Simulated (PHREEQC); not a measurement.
Synthetic water in mg/L, 25 °C, pH 6.81, pe 12.5:

| constituent | mg/L |
|---|---|
| Na | 0.0299 |
| K | 0.000297 |
| Ca | 0.0042 |
| Mg | 0.0185 |
| Cl | 0.0413 |
| S(6) as SO4 | 0.0474 |
| Alkalinity as HCO3 | 0.0529 |
| Pb | 0.0126 |

Valence states are taken as typed.

Equilibrium calculation in PHREEQC: ion-association model, phreeqc.dat.

| Property | Result |
|---|---|
| ionic strength | 4.65e-6 mol/kgw |
| charge-balance error | 2.2 % |

```tsv
species	molality	activity	log γ
Na+	1.30e-6	1.30e-6	-0.001
Cl-	1.17e-6	1.16e-6	-0.001
HCO3-	9.49e-7	9.46e-7	-0.001
Mg+2	7.61e-7	7.53e-7	-0.004
SO4-2	4.93e-7	4.88e-7	-0.004
CO2	3.30e-7	3.30e-7	0.000
H+	1.55e-7	1.55e-7	-0.001
Ca+2	1.05e-7	1.04e-7	-0.004
OH-	6.55e-8	6.53e-8	-0.001
Pb+2	5.38e-8	5.32e-8	-0.004
K+	7.59e-9	7.58e-9	-0.001
PbOH+	6.72e-9	6.70e-9	-0.001
O2	1.45e-9	1.45e-9	0.000
```

Precipitation was switched off in this run.
